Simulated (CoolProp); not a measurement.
n-octane at 437.44 K and 0.0435 MPa flows at 5.6 m/s in a round tube of 25 mm bore and 15 µm roughness, fully developed (64/Re and Nu = 3.66 if laminar; Colebrook and Gnielinski if turbulent). Each further row changes one setting.

The numbers come from the reference Helmholtz-energy equation of state, Beckmüller 2019 in CoolProp.

```tsv
case	Reynolds number	Darcy friction factor	pressure drop (Pa/m)	heat-transfer coefficient (W/(m² K))	mass flow (kg/h)
as stated	23500	0.0263	22.9	62.3	13.7
velocity 11.2 m/s	46900	0.0231	80.5	111	27.5
diameter 50 mm	46900	0.0222	9.67	53.2	55.0
```

Viscosity comes from a separate model (Huber 2004). Thermal conductivity comes from a separate model (Huber 2005).
